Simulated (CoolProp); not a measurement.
Oxygen at 293.15 K and 5.25 MPa is throttled through a valve to 2.96 MPa with no heat exchange. Each further row changes one setting.

Values from CoolProp's reference Helmholtz-energy equation of state, Schmidt 1985.

| case | temperature change (K) | final density (kg/m³) |
|---|---|---|
| as stated | (withheld) | 40.5 |
| outlet pressure 0.888 MPa | (withheld) | (withheld) |
| outlet pressure 3.85 MPa | (withheld) | (withheld) |

**Question.** What belongs in the gaps?

**Answer.** 
- as stated, temperature change (K): -5.9
- outlet pressure 0.888 MPa, temperature change (K): -11.8
- outlet pressure 0.888 MPa, final density (kg/m³): 12.2
- outlet pressure 3.85 MPa, temperature change (K): -3.6
- outlet pressure 3.85 MPa, final density (kg/m³): 52.6
